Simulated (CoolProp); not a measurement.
Computed with CoolProp (reference Helmholtz-energy equation of state, McLinden 2015).

### Question
Give the vapour pressure (MPa), vapour density (kg/m³), enthalpy of vaporisation (kJ/kg) of saturated the fluoroketone C6F12O (FK-5-1-12) at 248.1, 306.9 K.

### Answer
| T (K) | p (MPa) | vapour density (kg/m³) | enthalpy of vaporisation (kJ/kg) |
|---|---|---|---|
| 248.1 | 0.00281 | 0.433 | 108 |
| 306.9 | 0.0576 | 7.46 | 92.4 |
